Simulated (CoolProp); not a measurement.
c-C4F8 (RC318) along the isobar 2.98 MPa: Z from the reference equation and from simpler models built on Tc = 115.2 °C, pc = 2.778 MPa, ω = 0.355; each cubic takes its own stable root.

Values from CoolProp's reference Helmholtz-energy equation of state, Platzer 1990. This equation is an older, rougher fit; its heat capacities, sound speeds and derivatives of the liquid may be far off and weren't checked against measurements.

```tsv
T (°C)	phase	reference
98.55	liquid	0.1703
108.35	liquid	0.1829
118.25	supercritical	0.2593
128.15	supercritical	0.5279
138.05	supercritical	0.6116
147.85	supercritical	0.6661
157.75	supercritical	0.7078
167.65	supercritical	0.7411
177.45	supercritical	0.7685
187.35	supercritical	0.7921
197.25	supercritical	0.8125
207.15	supercritical	0.8303
216.95	supercritical	0.8459
226.85	supercritical	0.8600
```

Question: How far does each simpler model (van der Waals, Redlich-Kwong) lie from the reference over these 14 states: mean and median of the absolute difference, and the worst?

Answer: 
- van der Waals: mean 13.2 %, median 5.7 %, worst +54.1 % at 98.55 °C and 2.98 MPa
- Redlich-Kwong: mean 7.3 %, median 4.4 %, worst +23.1 % at 108.35 °C and 2.98 MPa
